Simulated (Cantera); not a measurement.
A perfectly stirred reactor is fed with C2H6 : N2 = 1 : 71 (molar parts), at 20.0 Pa; it is held at 1800 K, and followed from long to short residence time.

Computed with Cantera and GRI-Mech 3.0 (53 species, 325 reactions). GRI-Mech 3.0 stops at C3 and has no aromatics, soot or wall deposition, so with more carbon than oxygen in the feed, carbon stays in small species such as C2H2 where larger ones or solid carbon would form. Radical loss at walls, strong at low pressure, is not modelled.

| quantity | before | after |
|---|---|---|
| x(C2H6) at τ = 0.370 s | 0.000399 | 0.0122 |
| x(C2H4) at τ = 0.370 s | 0.00174 | 0.00116 |
| x(CH3) at τ = 0.370 s | 0.00345 | 0.000644 |
| x(H) at τ = 0.370 s | 0.00111 | 2.43e-5 |
| x(HCN) at τ = 0.370 s | 5.91e-5 | 2.80e-8 |
| x(C2H6) at τ = 45.0 ms | 0.00274 | 0.0138 |
| x(C2H4) at τ = 45.0 ms | 0.00365 | 9.55e-6 |
| x(CH3) at τ = 45.0 ms | 0.00826 | 9.74e-5 |
| x(H) at τ = 45.0 ms | 0.00106 | 1.32e-6 |
| x(HCN) at τ = 45.0 ms | 1.35e-5 | 1.17e-11 |

Question: Which change was made?
A) pressure from 20.0 Pa to 5100 Pa
B) pressure from 20.0 Pa to 13300 Pa
C) pressure from 20.0 Pa to 1800 Pa
D) temperature 1800 to 1323 K

Answer: D, temperature 1800 to 1323 K
